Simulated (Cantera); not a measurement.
Mixture: CH₄ : O₂ : N₂ = 1 : 5 : 15.5 (molar parts), at 2.80 bar, adiabatic and at constant volume. Ignition delay is the time to a rise of 400 K.

Computed with Cantera and GRI-Mech 3.0 (53 species, 325 reactions).

Task: What does this change do: pressure from 2.80 bar to 10.0 bar?

Result: 
| quantity | before | after |
|---|---|---|
| delay at 1023 K | 0.135 s | 38.0 ms |
| delay at 1223 K | 6.89 ms | 2.03 ms |
| delay at 1423 K | 0.670 ms | 0.229 ms |
| delay at 1623 K | 0.117 ms | 41.2 µs |
| apparent activation energy between 1523 and 1723 K | 160 kJ/mol | 170 kJ/mol |
